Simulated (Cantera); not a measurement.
Charge: 1 mol SiC, 0.44 mol N2O, 2.9 mol N2, held at 1375 K and 7.90 bar.

Cantera equilibrium calculation (NASA polynomials, part measured and part estimated; ideal gas, pure solids and liquids). Candidate condensed phases: C, Si, SiC, SiO2, Si2N2O, Si3N4; 34 gas species. Mutual solubility and eutectic melting of coexisting phases are not modelled. Rates play no part.

Question: What is the equilibrium state?

Answer: 
```
Property                              Result
--------------------------------  ----------
x(N2)                                  1.000
x(CO)                                2.06e-6
n(C(graphite))                     1.000 mol
n(Si2N2O(s))                       0.440 mol
n(Si3N4(s))                       0.0400 mol
gas amount                         2.820 mol
log10 activity of Si(s) (absent)       -4.26
```
